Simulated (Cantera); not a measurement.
Input: 1 mol SiCl₄, 0.04 mol HCl, 3.7 mol H₂, 0.64 mol C₂H₄, held at 100000 Pa.

Method: chemical equilibrium by Gibbs-energy minimisation in Cantera with the NASA 1993 tables (ideal gas, pure condensed phases). Candidate condensed phases: C, C₆H₆, C₇H₈, C₈H₁₈, Si, SiC; 109 gas species. Gases not in the tables: Si₂H₆ and higher silanes. Kinetics and transport are ignored.

### Question
What share of the Si ends up in condensed phases as a function of T (°C), at 950, 1050, 1150, 1250, 1350, 1450, 1550, 1650, 1750, 1850, 1950, 2050, 2150, 2250?

### Answer
| T (°C) | Si condensed (%) | as |
|---|---|---|
| 950 | 31.5 | SiC(s) |
| 1050 | 43.2 | SiC(s) |
| 1150 | 53.9 | SiC(s) |
| 1250 | 62.0 | SiC(s) |
| 1350 | 66.4 | SiC(s) |
| 1450 | 67.0 | SiC(s) |
| 1550 | 64.7 | SiC(s) |
| 1650 | 60.6 | SiC(s) |
| 1750 | 55.6 | SiC(s) |
| 1850 | 50.3 | SiC(s) |
| 1950 | 44.9 | SiC(s) |
| 2050 | 39.5 | SiC(s) |
| 2150 | 33.9 | SiC(s) |
| 2250 | 27.6 | SiC(s) |
